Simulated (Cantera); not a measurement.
A freely propagating, adiabatic, planar premixed flame of CH4 : CO : O2 : N2 = 1 : 0.32 : 2.3 : 8.64 (molar parts), equivalence ratio 0.94, unburnt at 600 K and 1.60 bar; multicomponent+Soret transport, grid criteria slope 0.08 and curve 0.16, no radiation.

Detailed kinetics in Cantera: GRI-Mech 3.0 (53 species, 325 reactions). Burning velocities carry a grid error of a few per cent, more on coarse grids.

Predict: laminar burning velocity; thermal thickness; peak x(C2H); peak x(HCN); peak x(OH).


```
Property                    Result
------------------------  --------
laminar burning velocity  117 cm/s
thermal thickness         0.228 mm
peak x(C2H)                1.60e-7
peak x(HCN)                2.14e-6
peak x(OH)                 0.00996
```
